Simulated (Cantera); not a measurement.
Charge: 1 mol FeS2, 0.18 mol H2S, 3.7 mol N2, held at 1600 K and 190000 Pa.

Cantera equilibrium calculation (NASA polynomials, part measured and part estimated; ideal gas, pure solids and liquids). Candidate condensed phases: Fe, FeS, FeS2, S; 16 gas species. FeS: taken at fixed stoichiometry. The numbers say what is thermodynamically allowed, not how fast it happens.

Base state: N2 0.836, S2 0.122, H2S 0.0211, H2 0.0190, SH 0.00113, S 3.07e-5 (mole fractions); condensed: FeS(l).

### Question
What changes in the equilibrium state with this change: temperature from 1600 K to 1900 K?

### Answer
```tsv
species	before	after
N2	0.836	0.832
S2	0.122	0.125
H2	0.0190	0.0280
H2S	0.0211	0.0107
H	5.44e-6	9.63e-5
S	3.07e-5	0.000410
SH	0.00113	0.00335
FeS(l), mol	1.00	1.000
```
